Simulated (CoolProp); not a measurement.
Vapour-liquid equilibrium of isopentane (1) + R365MFC (2) at 390.2 K; x and y are mole fractions of (1).

The numbers come from the multi-fluid Helmholtz-energy mixture model, Lemmon 2006 and Lemmon 2016; pair parameters Bell 2016 in CoolProp.

```tsv
x	bubble pressure, mixture model (bar)	bubble pressure, Raoult's law (bar)	y, mixture model	y, Raoult's law
0.05	9.410	8.763	0.104	0.059
0.125	10.32	8.881	0.223	0.144
0.2	(withheld)	8.999	0.312	0.228
0.275	11.57	9.117	0.383	0.309
0.35	11.97	9.235	0.442	0.389
0.425	12.25	9.353	0.493	0.466
0.5	12.42	9.470	(withheld)	0.541
0.575	12.50	9.588	0.584	0.615
0.65	12.48	9.706	0.630	0.687
0.725	12.35	9.824	0.680	0.757
0.8	12.09	9.942	0.738	0.825
0.875	11.64	10.06	(withheld)	0.892
0.95	10.93	10.18	0.909	0.957
```

Problem. What belongs in the gaps?

Solution. 
- 0.2, bubble pressure, mixture model (bar): 11.03
- 0.5, y, mixture model: 0.539
- 0.875, y, mixture model: 0.810

The largest gap from Raoult's law is +31.2 % in bubble pressure, at x = 0.5. y crosses x between x = 0.575 and 0.65: the model has an azeotrope there.

Pair parameters are fitted to limited data, so mixtures are less certain than the pure fluids.
